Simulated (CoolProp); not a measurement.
Ethanol at 346.15 K and 0.00438 MPa flows at 3.6 m/s in a round tube of 20 mm bore and 1.5 µm roughness, fully developed (64/Re and Nu = 3.66 if laminar; Colebrook and Gnielinski if turbulent). Each further row changes one setting.

Model: reference Helmholtz-energy equation of state, Schroeder 2014, in CoolProp.

```tsv
case	Reynolds number	Darcy friction factor	pressure drop (Pa/m)	heat-transfer coefficient (W/(m² K))	mass flow (kg/h)
as stated	493	0.130	2.95	3.65	0.286
velocity 7.2 m/s	987	0.0649	5.90	3.65	0.572
diameter 40 mm	987	0.0649	0.738	1.82	1.14
```

Viscosity comes from a separate model (Kiselev 2005). Thermal conductivity comes from a separate model (Assael 2013).
